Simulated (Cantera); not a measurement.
A closed system holds: 1 mol FeS2, 0.75 mol H2S, 2.5 mol N2, 0.31 mol SO3, at 1 atm.

Cantera equilibrium calculation (NASA polynomials, part measured and part estimated; ideal gas, pure solids and liquids). Candidate condensed phases: Fe, FeO, Fe(OH)2, Fe(OH)3, FeS, FeSO4, FeS2, Fe2O3, Fe2(SO4)3, Fe3O4, H2O, H2SO4, S; 38 gas species. FeS: taken at fixed stoichiometry. Gases not in the tables: S3 to S7. The numbers say what is thermodynamically allowed, not how fast it happens.

Q: Which condensed phases are stable at each of these points (T (°C)): 652, 727, 802, 877, 952, 1027, 1102, 1177, 1252, 1327, 1402, 1477, 1552, 1627?

A: 
| T (°C) | condensed phases | Fe condensed (%) |
|---|---|---|
| 652 | FeS2(s) | 100.0 |
| 727 | FeS(s) | 100.0 |
| 802 | FeS(s) | 100.0 |
| 877 | FeS(s) | 100.0 |
| 952 | FeS(s) | 100.0 |
| 1027 | FeS(s) | 100.0 |
| 1102 | FeS(s) | 100.0 |
| 1177 | FeS(s) | 100.0 |
| 1252 | FeS(l) | 100.0 |
| 1327 | FeS(l) | 100.0 |
| 1402 | FeS(l) | 100.0 |
| 1477 | FeS(l) | 100.0 |
| 1552 | FeS(l) | 100.0 |
| 1627 | FeS(l) | 100.0 |

At 652 °C the condensed part is FeS2(s). From 727 °C to 1177 °C the condensed part is FeS(s). From 1252 °C to 1627 °C the condensed part is FeS(l).
